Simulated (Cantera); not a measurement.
Feed: 1 mol TEOS, 0.88 mol NO, equilibrated at 4.35 Torr.

Cantera equilibrium calculation (NASA polynomials, part measured and part estimated; ideal gas, pure solids and liquids). Candidate condensed phases: C, C6H6, C7H8, C8H18, H2O, Si, SiC, SiO2, Si2N2O, Si3N4; 151 gas species. The feed counts by its element totals alone. Rates play no part.

Q: At 1523 K, list the 6 most abundant gas species with their mole fractions, and the condensed phases.

A: H2 0.652, CO 0.318, N2 0.0286, SiO 0.000685, H 0.000245, HCN 0.000170. Condensed: C(graphite) + SiC(s).
